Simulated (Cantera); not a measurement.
**NO annealing gas**

An isothermal, constant-pressure homogeneous reactor starts with 75.8 % NO, 24.2 % N2, at 1800 K and 165 Torr.

Detailed kinetics in Cantera: GRI-Mech 3.0 (53 species, 325 reactions).

```csv
t (s),x NO,x O,x O2,x NO2,x N2O,x N2
2.00e-6,0.758,5.82e-8,5.06e-12,2.61e-10,5.84e-8,0.242
8.27e-6,0.758,2.37e-7,8.62e-11,4.45e-9,2.42e-7,0.242
3.42e-5,0.758,9.29e-7,1.41e-9,7.21e-8,9.97e-7,0.242
0.000141,0.758,3.12e-6,2.17e-8,1.05e-6,4.10e-6,0.242
0.000585,0.758,7.10e-6,3.22e-7,1.04e-5,1.65e-5,0.242
0.00242,0.757,1.41e-5,6.54e-6,5.70e-5,6.10e-5,0.242
0.0100,0.757,2.54e-5,0.000138,0.000145,0.000165,0.243
0.0414,0.755,2.95e-5,0.00107,0.000172,0.000226,0.244
0.171,0.747,3.40e-5,0.00507,0.000204,0.000221,0.248
0.707,0.715,4.78e-5,0.0211,0.000295,0.000199,0.264
2.92,0.599,7.86e-5,0.0787,0.000435,0.000135,0.321
12.1,0.327,0.000123,0.215,0.000388,3.80e-5,0.458
50.0,0.0702,0.000153,0.344,0.000105,1.79e-6,0.586
```
x: mole fraction; the columns are a selection and need not sum to one.

Equilibrium at this temperature and pressure: NO 0.00495, O 0.000160, O2 0.376, NO2 7.78e-6, N2O 1.18e-7, N2 0.619 (gas phase only).
